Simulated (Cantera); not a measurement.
A perfectly stirred reactor is fed with H2 : O2 : N2 = 1.9 : 1 : 13 (molar parts), at 100000 Pa; it is held at 1050 K, and followed from long to short residence time.

Detailed kinetics in Cantera: the H2/O2 subset of GRI-Mech 3.0, which has no nitrogen chemistry. The temperature is held fixed by assumption; the heat of reaction is taken as removed at once.

### Question
What does this change do: O2 1 to 0.7 parts?

### Answer
```csv
quantity,before,after
x(H2) at τ = 19.0 s,0.000366,0.0336
x(O2) at τ = 19.0 s,0.00352,2.98e-5
x(O) at τ = 19.0 s,2.24e-7,1.18e-8
x(HO2) at τ = 19.0 s,2.74e-6,3.59e-8
x(H2O) at τ = 19.0 s,0.127,0.0939
x(H2) at τ = 54.0 ms,0.00385,0.0343
x(O2) at τ = 54.0 ms,0.00527,0.000585
x(O) at τ = 54.0 ms,2.64e-5,4.05e-6
x(HO2) at τ = 54.0 ms,6.56e-6,6.98e-7
x(H2O) at τ = 54.0 ms,0.123,0.0927
```

### Question
What does this change do: pressure from 100000 Pa to 73000 Pa?

### Answer
```csv
quantity,before,after
x(H2) at τ = 19.0 s,0.000366,0.000175
x(O2) at τ = 19.0 s,0.00352,0.00343
x(O) at τ = 19.0 s,2.24e-7,4.84e-7
x(HO2) at τ = 19.0 s,2.74e-6,1.63e-6
x(H2O) at τ = 19.0 s,0.127,0.127
x(H2) at τ = 54.0 ms,0.00385,0.00350
x(O2) at τ = 54.0 ms,0.00527,0.00511
x(O) at τ = 54.0 ms,2.64e-5,4.57e-5
x(HO2) at τ = 54.0 ms,6.56e-6,4.71e-6
x(H2O) at τ = 54.0 ms,0.123,0.123
```
